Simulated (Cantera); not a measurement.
Mixture: CH4 : O2 : N2 : H2O = 1 : 3.77 : 12.5 : 2.1 (molar parts), equivalence ratio 0.53, at 12000 Torr, adiabatic and at constant volume. Ignition delay is the time to a rise of 400 K.

Detailed kinetics in Cantera: GRI-Mech 3.0 (53 species, 325 reactions). The pressure lies above the range GRI-Mech 3.0 was tuned for (to about 10 atm).

Problem. What does this change do: pressure from 12000 Torr to 27000 Torr?

Solution. 
```csv
quantity,before,after
delay at 1098 K,8.53 ms,3.96 ms
delay at 1298 K,0.686 ms,0.311 ms
delay at 1498 K,98.4 µs,45.9 µs
delay at 1698 K,18.9 µs,9.42 µs
apparent activation energy between 1598 and 1798 K,180 kJ/mol,170 kJ/mol
```

Problem. What does this change do: O2 3.77 to 2.2 parts?

Solution. 
```json
[
 {"quantity": "delay at 1098 K", "before": "8.53 ms", "after": "14.4 ms"},
 {"quantity": "delay at 1298 K", "before": "0.686 ms", "after": "1.33 ms"},
 {"quantity": "delay at 1498 K", "before": "98.4 µs", "after": "0.198 ms"},
 {"quantity": "delay at 1698 K", "before": "18.9 µs", "after": "34.1 µs"},
 {"quantity": "apparent activation energy between 1598 and 1798 K", "before": "180 kJ/mol", "after": "200 kJ/mol"}
]
```
